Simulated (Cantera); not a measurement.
**Equilibrium for carbon deposition, reforming and gasification: C2H4 + NH3**

Feed: 1 mol C2H4, 0.14 mol NH3, held at 1.00 bar.

These are equilibrium values from Cantera (NASA tables, ideal gas, pure condensed phases), not measurements of a reactor. Candidate condensed phases: C, C6H6, C7H8, C8H18; 92 gas species. Equilibrium is a limit: real reactors are often held back by kinetics, nucleation or transport.

From 775 K to 2575 K the condensed part is C(graphite). The main C-bearing gas is CH4 at 775 K and C2H2 (acetylene) at 2575 K. The share of C in condensed phases is highest at 1675 K (99.8 %) and lowest at 775 K (63.4 %).

| T (K) | x H2 | x CH4 | x N2 | x H | x C2H2 (acetylene) | x HCN | n C(graphite) |
|---|---|---|---|---|---|---|---|
| 775 | 0.481 | 0.473 | 0.0451 | <1e-12 | <1e-12 | 7.22e-9 | 1.27 |
| 925 | 0.814 | 0.150 | 0.0353 | 2.35e-10 | 1.03e-10 | 2.40e-7 | 1.70 |
| 1075 | 0.929 | 0.0389 | 0.0319 | 1.41e-8 | 6.99e-9 | 2.73e-6 | 1.91 |
| 1225 | 0.957 | 0.0120 | 0.0310 | 3.05e-7 | 1.55e-7 | 1.68e-5 | 1.97 |
| 1375 | 0.964 | 0.00463 | 0.0308 | 3.37e-6 | 1.71e-6 | 6.96e-5 | 1.99 |
| 1525 | 0.967 | 0.00213 | 0.0307 | 2.33e-5 | 1.17e-5 | 0.000216 | 1.99 |
| 1675 | 0.968 | 0.00113 | 0.0305 | 0.000114 | 5.62e-5 | 0.000547 | 2.00 |
| 1825 | 0.967 | 0.000663 | 0.0301 | 0.000433 | 0.000208 | 0.00118 | 1.99 |
| 1975 | 0.966 | 0.000423 | 0.0295 | 0.00134 | 0.000627 | 0.00225 | 1.99 |
| 2125 | 0.962 | 0.000288 | 0.0286 | 0.00356 | 0.00161 | 0.00388 | 1.98 |
| 2275 | 0.954 | 0.000205 | 0.0272 | 0.00829 | 0.00363 | 0.00614 | 1.97 |
| 2425 | 0.940 | 0.000150 | 0.0254 | 0.0173 | 0.00734 | 0.00902 | 1.94 |
| 2575 | 0.916 | 0.000112 | 0.0232 | 0.0331 | 0.0135 | 0.0124 | 1.90 |
x: gas mole fraction; n: condensed amount in mol.
